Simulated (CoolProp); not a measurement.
Fluorine along the isotherm 300 K: density (kg/m³) from the reference equation and from simpler models built on Tc = 144.4 K, pc = 5240 kPa, ω = 0.045; each cubic takes its own stable root.

Model: reference Helmholtz-energy equation of state, de Reuck 1990, in CoolProp.

| p (kPa) | phase | reference | ideal gas | van der Waals | Redlich-Kwong | Soave-Redlich-Kwong | Peng-Robinson |
|---|---|---|---|---|---|---|---|
| 1460 | gas | 22.37 | 22.24 | 22.47 | 22.40 | 22.33 | 22.43 |
| 2910 | gas | 44.85 | 44.33 | 45.24 | 44.95 | 44.65 | 45.03 |
| 4370 | gas | 67.70 | 66.57 | 68.59 | 67.91 | 67.23 | 68.07 |
| 5820 | supercritical | 90.56 | 88.66 | 92.18 | 90.92 | 89.71 | 91.17 |
| 7280 | supercritical | 113.7 | 110.9 | 116.3 | 114.3 | 112.4 | 114.6 |
| 8730 | supercritical | 136.6 | (withheld) | 140.5 | (withheld) | (withheld) | 138.0 |
| 10200 | supercritical | 159.9 | (withheld) | 165.3 | 161.2 | 157.6 | 161.7 |
| 11600 | supercritical | 181.9 | 176.7 | 189.1 | 183.7 | (withheld) | 184.3 |
| 13100 | supercritical | 205.4 | 199.6 | 214.5 | 207.8 | 202.0 | 208.4 |

Question: What belongs in the gaps?

Answer: 
- 8730, ideal gas: 133.0
- 8730, Redlich-Kwong: 137.5
- 8730, Soave-Redlich-Kwong: 134.8
- 10200, ideal gas: 155.4
- 11600, Soave-Redlich-Kwong: 179.1
